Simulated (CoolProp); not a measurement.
Computed with CoolProp (reference Helmholtz-energy equation of state, Lemmon 2006). It is a short technical equation, of lower accuracy than the large ones.

Problem. Give the vapour pressure (MPa), liquid density (kg/m³), enthalpy of vaporisation (kJ/kg), liquid viscosity (µPa s) of saturated toluene at 165.75 °C.

Solution. 
```csv
T (°C),p (MPa),liquid density (kg/m³),enthalpy of vaporisation (kJ/kg),liquid viscosity (µPa s)
165.75,0.388,719,321,171
```

Viscosity comes from a separate model (Avgeri 2015).
